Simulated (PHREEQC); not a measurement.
Dissolve 0.05 mol/kgw FeSO4, 0.0024 mol/kgw NiCl2, 0.0044 mol/kgw H2SO4 and 0.021 mol/kgw Na2SO4 at 25 °C. Closed to the air; pH follows from the charge balance.

The numbers come from PHREEQC with the ion-association model, wateq4f.dat.

```json
[
 {"quantity": "pH", "before": "2.57", "after": "2.77"},
 {"quantity": "ionic strength (mol/kgw)", "before": "0.174", "after": "0.153"},
 {"quantity": "SO4-2 (mol/kgw)", "before": "0.0444", "after": "0.0383"},
 {"quantity": "Na+ (mol/kgw)", "before": "0.0393", "after": "0.0393"},
 {"quantity": "Fe+2 (mol/kgw)", "before": "0.0275", "after": "0.0228"},
 {"quantity": "FeSO4 (mol/kgw)", "before": "0.0219", "after": "0.0266"},
 {"quantity": "SI of Melanterite (FeSO4:7H2O)", "before": "-1.69", "after": "-2.19"},
 {"quantity": "SI of Morenosite (NiSO4:7H2O)", "before": "-2.89", "after": "-3.22"}
]
```

Question: Name the change that produced these shifts.
(A) FeSO4 from 0.05 to 0.025 mol/kgw
(B) temperature from 25 to 60 °C
(C) diluted 5-fold with water
(D) H2SO4 replaced by CaSO4 at the same molality
(E) H2SO4 left out

Answer: B, temperature from 25 to 60 °C

This is a speciation only: nothing precipitates in the calculation. Constants without temperature data keep their 25 °C values here.
